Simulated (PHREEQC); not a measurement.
Dissolve 0.09 mol CdSO4, 0.012 mol KCl and 0.21 mol FeSO4 per kg of water at 84 °C. Closed to the air; pH follows from the charge balance.

All values are PHREEQC results (ion-association model, wateq4f.dat), not measurements.

Precipitation was switched off in this run.

### Question
Order these S species by the share of S that they hold, largest first: FeSO4, KSO4-, SO4-2, Cd(SO4)2-2, CdSO4.

### Answer
FeSO4 (41 %), SO4-2 (31 %), Cd(SO4)2-2 (15 %), CdSO4 (12 %), KSO4- (0.81 %)

The pH is 5.29 and the ionic strength 0.468 mol/kgw. Species that the database lacks are ignored. At this temperature some constants are extrapolated from 25 °C, and those without enthalpy data are left unchanged.
